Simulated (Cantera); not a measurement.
Si + HCl + H₂ (chlorosilane synthesis and conversion)

Input: 1 mol Si, 3.3 mol HCl, 7.6 mol H₂, held at 0.150 bar.

Cantera equilibrium calculation (NASA polynomials, part measured and part estimated; ideal gas, pure solids and liquids). Candidate condensed phases: Si; 19 gas species. The tables' values for SiCl₃, SiCl are old estimates; treat these amounts as uncertain. Rates play no part.

```csv
T (K),x H₂,x HCl,x SiCl₂,x SiCl₄,x SiHCl₃,x SiCl₃,x SiH₂Cl₂,x H,n Si(s)
950,0.903,0.0104,0.000184,0.0605,0.0241,0.000577,0.000970,1.37e-9,0.133
1025,0.896,0.0198,0.000777,0.0580,0.0226,0.00147,0.000980,1.06e-8,0.155
1100,0.885,0.0337,0.00262,0.0534,0.0207,0.00317,0.000959,6.28e-8,0.182
1175,0.870,0.0525,0.00723,0.0458,0.0179,0.00582,0.000897,2.95e-7,0.207
1250,0.850,0.0746,0.0165,0.0351,0.0142,0.00899,0.000786,1.15e-6,0.218
1325,0.828,0.0965,0.0308,0.0228,0.00999,0.0114,0.000630,3.84e-6,0.207
1400,0.809,0.114,0.0473,0.0120,0.00601,0.0116,0.000455,1.13e-5,0.177
1475,0.796,0.124,0.0612,0.00522,0.00316,0.00969,0.000301,2.99e-5,0.144
1550,0.789,0.129,0.0704,0.00207,0.00156,0.00723,0.000191,7.22e-5,0.119
1625,0.786,0.131,0.0760,0.000812,0.000762,0.00516,0.000121,0.000162,0.0999
```
x: gas mole fraction; n: condensed amount in mol.

From 950 K to 1625 K the condensed part is Si(s). The main Si-bearing gas is SiCl₄ at 950 K and SiCl₂ at 1625 K. The share of Si in condensed phases is highest at 1250 K (21.8 %) and lowest at 1625 K (10.0 %).
